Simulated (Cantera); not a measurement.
Feed: 1 mol Fe3O4, 1.2 mol Cl2, 0.04 mol N2, held at 10.0 mbar.

Method: chemical equilibrium by Gibbs-energy minimisation in Cantera with the NASA 1993 tables (ideal gas, pure condensed phases). Candidate condensed phases: Fe, FeCl2, FeCl3, FeO, Fe2O3, Fe3O4; 19 gas species. Kinetics and transport are ignored.

Question: At 727 °C, list the 6 most abundant gas species with their mole fractions, and the condensed phases.

Answer: Cl2 0.642, FeCl3 0.298, N2 0.0370, FeCl2 0.0133, O2 0.00520, Cl 0.00311. Condensed: Fe2O3(s).
